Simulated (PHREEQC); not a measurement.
Make-up at 90 °C: 0.064 mol/kgw HCl, 0.022 mol/kgw CuSO4 and 0.00012 mol/kgw Fe2(SO4)3. Closed to the air; pH follows from the charge balance.

Computed with PHREEQC (ion-association model, phreeqc.dat).

Problem. The ionic strength comes out as 0.0926 mol/kgw. What activity coefficients do Cu+2, FeOH+2, FeCl+2, H+, Fe+3 get?

Solution. Cu+2 0.36, FeOH+2 0.34, FeCl+2 0.34, H+ 0.81, Fe+3 0.15.

This is a speciation only: nothing precipitates in the calculation. Examples of supersaturated solids here: Hematite (slow to form), Goethite (slow to form). Others may be too. Species that the database lacks are ignored. Away from 25 °C the constants follow the database's enthalpies or fits; those with neither stay at their 25 °C values.
